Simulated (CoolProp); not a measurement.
Carbonyl sulfide at several states: fugacity coefficient from the reference equation and from simpler models built on Tc = 378.8 K, pc = 6369 kPa, ω = 0.098; each cubic takes its own stable root.

The numbers come from the reference Helmholtz-energy equation of state, Lemmon 2006 in CoolProp. It is a short technical equation, of lower accuracy than the large ones.

| T (K) | p (kPa) | phase | reference |
|---|---|---|---|
| 329.5 | 25.1 | gas | 0.9980 |
| 189.2 | 31.3 | liquid | 0.4876 |
| 583.1 | 74.5 | gas | 0.9991 |
| 270.8 | 14600 | liquid | 0.05340 |
| 362.9 | 4480 | gas | 0.7328 |
| 553 | 1620 | gas | 0.9757 |

Q: How far does each simpler model (van der Waals, Peng-Robinson) lie from the reference over these 6 states: mean and median of the absolute difference, and the worst?

A: 
- van der Waals: mean 44.0 %, median 2.6 %, worst +155.1 % at 270.8 K and 14600 kPa
- Peng-Robinson: mean 1.8 %, median 1.3 %, worst +5.5 % at 189.2 K and 31.3 kPa

At some of these states van der Waals gives the other phase, because its saturation line lies elsewhere.
